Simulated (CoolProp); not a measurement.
Model: reference Helmholtz-energy equation of state, Lemmon 2006, in CoolProp. It is a short technical equation, of lower accuracy than the large ones.

**Question.** Give the vapour pressure (bar), liquid density (kg/m³), vapour density (kg/m³), enthalpy of vaporisation (kJ/kg) of saturated isopentane at 61.95 °C.

**Answer.** 
| T (°C) | p (bar) | liquid density (kg/m³) | vapour density (kg/m³) | enthalpy of vaporisation (kJ/kg) |
|---|---|---|---|---|
| 61.95 | 2.88 | 575 | 8.21 | 315 |
